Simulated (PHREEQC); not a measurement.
A solution holds 0.69 mol KOH per kg of water, at 25 °C. Closed to the air; pH follows from the charge balance.

All values are PHREEQC results (ion-association model, phreeqc.dat), not measurements.

Each row changes one thing in this solution. This is a speciation only: nothing precipitates in the calculation.

```
case                                           pH  ionic strength (mol/kgw)
------------------------------------------  -----  ------------------------
as made                                     13.63                     0.690
0.022 mol/kgw NH4Br added                   13.61                     0.690
KOH from 0.69 to 0.138 mol/kgw              13.00                     0.138
KOH replaced by KHSO4 at the same molality   0.77                     0.973
diluted 2-fold with water                   13.36                     0.345
KOH from 0.69 to 1.38 mol/kgw               13.90                      1.38
diluted 100-fold with water                 11.79                   0.00690
diluted 5-fold with water                   13.00                     0.138
```

The ionic strength passes 0.7 mol/kgw, the rough limit of the ion-association models, in KOH replaced by KHSO4 at the same molality; KOH from 0.69 to 1.38 mol/kgw.
